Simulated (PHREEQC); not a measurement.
**Metal-bearing waste water: speciation**

A solution holds 0.27 mol ZnSO4, 0.21 mol ZnCl2, 0.018 mol H2SO4 and 0.00051 mol Na2SO4 per kg of water, at 20 °C. Closed to the air; pH follows from the charge balance.

Computed with PHREEQC (ion-association model, wateq4f.dat).

This is a speciation only: nothing precipitates in the calculation.

Predict the pH, activity of water.

pH 1.92; activity of water 0.984.

In which forms is Cl present?

Cl- 85 %, ZnCl+ 10 %, ZnCl2 2.2 %, ZnCl3- 1.6 %, ZnCl4-2 0.8 % of the Cl.

Ionic strength above about 0.7 mol/kgw puts this run outside the model's range. Species that the database lacks are ignored.
